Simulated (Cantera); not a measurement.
An isothermal, constant-pressure homogeneous reactor starts with CO : O₂ : H₂O : N₂ = 0.024 : 0.053 : 0.00019 : 1 (molar parts), equivalence ratio 0.23, at 1523 K and 0.809 atm.

Detailed kinetics in Cantera: GRI-Mech 3.0 (53 species, 325 reactions).

Q: Predict: x(CO) at 2.00 s; x(O₂) at 2.00 s; x(H₂O) at 2.00 s; x(NO) at 2.00 s; x(H) at 2.00 s; x(OH) at 2.00 s.

A: 
| Quantity | Value |
|---|---|
| x(CO) at 2.00 s | 8.90e-7 (gas-phase equilibrium 8.81e-7) |
| x(O₂) at 2.00 s | 0.0385 (gas-phase equilibrium 0.0382) |
| x(H₂O) at 2.00 s | 0.000177 (gas-phase equilibrium 0.000177) |
| x(NO) at 2.00 s | 2.42e-5 (gas-phase equilibrium 0.000639) |
| x(H) at 2.00 s | 1.32e-9 (gas-phase equilibrium 1.31e-9) |
| x(OH) at 2.00 s | 2.78e-6 (gas-phase equilibrium 2.76e-6) |
